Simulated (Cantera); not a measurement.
What does this Cantera script print?

```python
import numpy as np
import cantera as ct

gas_names = """
    H HNO HNO2 HNO3 HO2 H2 H2O H2O2 N NH NH2 NH3 NH2OH NO NO2 NO3 N2 N2H2 N2H4 N2O O OH O2 O3 Pb PbO Pb2
""".split()
cond_names = """
    H2O(s) H2O(L) Pb(cr) Pb(L) PbO(rd) PbO(yw) PbO(L) PbO2(s) Pb3O4(s)
""".split()


def load(file, names, dense=False):
    # The tables refer to 1 bar. Condensed volumes are neglected.
    table = {s.name: s for s in ct.Species.list_from_file(file)}
    out = []
    for n in names:
        d = dict(table[n].input_data)
        d["thermo"] = dict(d["thermo"], **{"reference-pressure": 1e5})
        if dense:
            d["equation-of-state"] = {"model": "constant-volume", "density": "1e6 g/cm^3"}
        out.append(ct.Species.from_dict(d))
    return out


gas = ct.Solution(thermo="ideal-gas", species=load("nasa_gas.yaml", gas_names))
cond = {s.name: ct.Solution(thermo="fixed-stoichiometry", species=[s], name=s.name)
        for s in load("nasa_condensed.yaml", cond_names, dense=True)}
atoms = {
    'PbO': {'Pb': 1, 'O': 1},
    'H2': {'H': 2},
    'N2': {'N': 2},
}
top_T = {'Pb3O4(s)': 820}  # K; cautious upper limits of use, not melting points


def equilibrate(T, P, feed):
    n = {}
    for name, mol in feed.items():
        for a, k in atoms[name].items():
            n[a] = n.get(a, 0.0) + k * mol
    gas.TPX = T, P, n
    mass = sum(n.values()) * gas.mean_molecular_weight
    gas.equilibrate("TP")
    valid = [c for c in cond.values() if c.min_temp <= T <= top_T.get(c.name, c.max_temp)]
    mix = ct.Mixture([(gas, mass / gas.mean_molecular_weight)] + [(c, 0.0) for c in valid])
    mix.T, mix.P = T, P
    mix.equilibrate("TP", solver="vcs", rtol=1e-11, max_steps=5000)
    return mix


results = []
feed = {'PbO': 1, 'H2': 0.57, 'N2': 0.77}  # mol
P = 380  # Pa
for T in [550, 650, 750, 850, 950, 1050, 1150, 1250, 1350]:
    mix = equilibrate(T, P, feed)
    results.append((T, P, feed, dict(zip(mix.species_names, mix.species_moles))))
    x = sorted(zip(gas.X, gas.species_names), reverse=True)
    print(f"T = {T:g} K  P = {P:g} Pa  gas = {mix.phase_moles(0):.4g} mol")
    print("   x: " + "  ".join(f"{s} {v:.3e}" for v, s in x if v > 1e-05))
    print("   condensed (mol): " + ("  ".join(f"{mix.phase(i).name} {mix.phase_moles(i):.4g}"
          for i in range(1, mix.n_phases) if mix.phase_moles(i) > 1e-12) or "none"))
```

Result:

```
T = 550 K  P = 380 Pa  gas = 1.34 mol
   x: N2 5.746e-01  H2O 4.254e-01
   condensed (mol): Pb(cr) 0.57  PbO(rd) 0.43
T = 650 K  P = 380 Pa  gas = 1.34 mol
   x: N2 5.746e-01  H2O 4.254e-01  H2 1.122e-05
   condensed (mol): Pb(L) 0.57  PbO(rd) 0.43
T = 750 K  P = 380 Pa  gas = 1.34 mol
   x: N2 5.746e-01  H2O 4.254e-01  H2 2.064e-05
   condensed (mol): Pb(L) 0.57  PbO(rd) 0.43
T = 850 K  P = 380 Pa  gas = 1.34 mol
   x: N2 5.746e-01  H2O 4.253e-01  Pb 8.376e-05  H2 3.410e-05
   condensed (mol): Pb(L) 0.5698  PbO(yw) 0.43
T = 950 K  P = 380 Pa  gas = 1.342 mol
   x: N2 5.739e-01  H2O 4.248e-01  Pb 1.324e-03  H2 5.188e-05  PbO 1.388e-05
   condensed (mol): Pb(L) 0.5682  PbO(yw) 0.4301
T = 1050 K  P = 380 Pa  gas = 1.357 mol
   x: N2 5.674e-01  H2O 4.199e-01  Pb 1.224e-02  PbO 3.895e-04  H2 7.361e-05
   condensed (mol): Pb(L) 0.5533  PbO(yw) 0.4296
T = 1150 K  P = 380 Pa  gas = 1.46 mol
   x: N2 5.274e-01  H2O 3.903e-01  Pb 7.625e-02  PbO 5.991e-03  H2 9.385e-05
   condensed (mol): Pb(L) 0.4585  PbO(yw) 0.4214
T = 1250 K  P = 380 Pa  gas = 2.006 mol
   x: N2 3.838e-01  H2O 2.840e-01  Pb 2.840e-01  PbO 4.808e-02  H2 8.865e-05  Pb2 1.392e-05
   condensed (mol): PbO(L) 0.3337
T = 1350 K  P = 380 Pa  gas = 2.341 mol
   x: N2 3.289e-01  Pb 2.442e-01  H2O 2.434e-01  PbO 1.829e-01  O2 3.801e-04  H2 4.134e-05  OH 2.377e-05  NO 1.489e-05
   condensed (mol): none
```

Equilibrium computed with Cantera from the NASA thermochemical tables; the gas is ideal and each condensed phase is pure. Mutual solubility and eutectic melting of coexisting phases are not modelled. Gases not in the tables: (PbO)n polymers.
